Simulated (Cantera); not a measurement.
An adiabatic, constant-volume homogeneous reactor starts with C₂H₄ : O₂ : N₂ : H₂O = 1 : 2 : 7.52 : 0.58 (molar parts), equivalence ratio 1.5, at 1398 K and 5.10 bar. Integrator tolerance rtol = 1e-08.

Detailed kinetics in Cantera: GRI-Mech 3.0 (53 species, 325 reactions). GRI-Mech 3.0 was tuned for natural gas; its chemistry of ethylene as a main component is partial and can be far from experiment. Above 3000 K some thermodynamic fits are extrapolated.

### Question
What does this change do: initial temperature 1398 to 1425 K?

### Answer
```
quantity                                                            before                                    after
---------------------------------  ---------------------------------------  ---------------------------------------
time of steepest temperature rise                                  17.4 µs                                  13.2 µs
temperature at 0.100 s                                              3113 K                                   3123 K
equilibrium temperature                                             3113 K                                   3123 K
x(C₂H₄) at 0.100 s                   <1e-12 (gas-phase equilibrium <1e-12)    <1e-12 (gas-phase equilibrium <1e-12)
x(O₂) at 0.100 s                   0.00235 (gas-phase equilibrium 0.00235)  0.00249 (gas-phase equilibrium 0.00249)
x(H₂O) at 0.100 s                      0.141 (gas-phase equilibrium 0.141)      0.140 (gas-phase equilibrium 0.140)
x(HCO) at 0.100 s                  1.50e-6 (gas-phase equilibrium 1.50e-6)  1.52e-6 (gas-phase equilibrium 1.52e-6)
x(NO₂) at 0.100 s                  1.02e-6 (gas-phase equilibrium 1.02e-6)  1.08e-6 (gas-phase equilibrium 1.08e-6)
x(H₂O₂) at 0.100 s                 4.97e-7 (gas-phase equilibrium 4.97e-7)  5.11e-7 (gas-phase equilibrium 5.11e-7)
```

### Question
What does this change do: initial temperature 1398 to 1250 K?

### Answer
```tsv
quantity	before	after
time of steepest temperature rise	17.4 µs	0.228 ms
temperature at 0.100 s	3113 K	3055 K
equilibrium temperature	3113 K	3055 K
x(C₂H₄) at 0.100 s	<1e-12 (gas-phase equilibrium <1e-12)	<1e-12 (gas-phase equilibrium <1e-12)
x(O₂) at 0.100 s	0.00235 (gas-phase equilibrium 0.00235)	0.00164 (gas-phase equilibrium 0.00164)
x(H₂O) at 0.100 s	0.141 (gas-phase equilibrium 0.141)	0.146 (gas-phase equilibrium 0.146)
x(HCO) at 0.100 s	1.50e-6 (gas-phase equilibrium 1.50e-6)	1.37e-6 (gas-phase equilibrium 1.37e-6)
x(NO₂) at 0.100 s	1.02e-6 (gas-phase equilibrium 1.02e-6)	7.24e-7 (gas-phase equilibrium 7.24e-7)
x(H₂O₂) at 0.100 s	4.97e-7 (gas-phase equilibrium 4.97e-7)	4.12e-7 (gas-phase equilibrium 4.12e-7)
```

### Question
What does this change do: initial temperature 1398 to 1050 K?

### Answer
| quantity | before | after |
|---|---|---|
| time of steepest temperature rise | 17.4 µs | 16.6 ms |
| temperature at 0.100 s | 3113 K | 2967 K |
| equilibrium temperature | 3113 K | 2967 K |
| x(C₂H₄) at 0.100 s | <1e-12 (gas-phase equilibrium <1e-12) | <1e-12 (gas-phase equilibrium <1e-12) |
| x(O₂) at 0.100 s | 0.00235 (gas-phase equilibrium 0.00235) | 0.000877 (gas-phase equilibrium 0.000877) |
| x(H₂O) at 0.100 s | 0.141 (gas-phase equilibrium 0.141) | 0.151 (gas-phase equilibrium 0.151) |
| x(HCO) at 0.100 s | 1.50e-6 (gas-phase equilibrium 1.50e-6) | 1.20e-6 (gas-phase equilibrium 1.20e-6) |
| x(NO₂) at 0.100 s | 1.02e-6 (gas-phase equilibrium 1.02e-6) | 3.99e-7 (gas-phase equilibrium 3.99e-7) |
| x(H₂O₂) at 0.100 s | 4.97e-7 (gas-phase equilibrium 4.97e-7) | 2.94e-7 (gas-phase equilibrium 2.94e-7) |
